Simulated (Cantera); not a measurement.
An isothermal, constant-pressure homogeneous reactor starts with C2H6 : H2 = 1 : 86 (molar parts), at 1175 K and 0.000380 bar.

Model: GRI-Mech 3.0 (53 species, 325 reactions), integrated in Cantera. GRI-Mech 3.0 stops at C3 and has no aromatics, soot or wall deposition, so with more carbon than oxygen in the feed, carbon stays in small species such as C2H2 where larger ones or solid carbon would form. Radical loss at walls, strong at low pressure, is not modelled.

x: mole fraction; the columns are a selection and need not sum to one.

```tsv
t (s)	x C2H6	x H2	x C2H	x CH4	x C2H4	x H
1.00e-6	0.0115	0.989	<1e-12	<1e-12	<1e-12	<1e-12
3.11e-6	0.0115	0.989	<1e-12	<1e-12	<1e-12	<1e-12
9.69e-6	0.0115	0.989	<1e-12	1.10e-12	<1e-12	1.18e-12
3.01e-5	0.0115	0.989	<1e-12	1.05e-11	<1e-12	1.07e-11
9.38e-5	0.0115	0.989	<1e-12	1.01e-10	<1e-12	1.01e-10
0.000292	0.0115	0.989	<1e-12	9.76e-10	<1e-12	9.61e-10
0.000909	0.0115	0.989	<1e-12	9.20e-9	1.19e-11	8.79e-9
0.00283	0.0115	0.989	<1e-12	…	8.31e-10	…
0.00880	0.0115	0.989	<1e-12	6.44e-7	4.89e-8	4.79e-7
0.0274	0.0115	0.989	<1e-12	3.70e-6	1.66e-6	2.19e-6
0.0853	0.0115	0.988	<1e-12	1.63e-5	2.74e-5	7.66e-6
0.265	0.0111	0.988	<1e-12	0.000116	0.000285	2.33e-5
0.826	0.00865	0.988	<1e-12	0.00149	0.00202	6.32e-5
2.57	0.00143	0.985	3.65e-12	0.00781	0.00584	0.000114
8.00	…	0.984	6.41e-12	…	0.00592	…
```

Question: What belongs in the gaps?

Answer: 
- 0.00283, x CH4: 8.26e-8
- 0.00283, x H: 7.31e-8
- 8.00, x C2H6: 1.99e-5
- 8.00, x CH4: 0.00911
- 8.00, x H: 4.95e-5
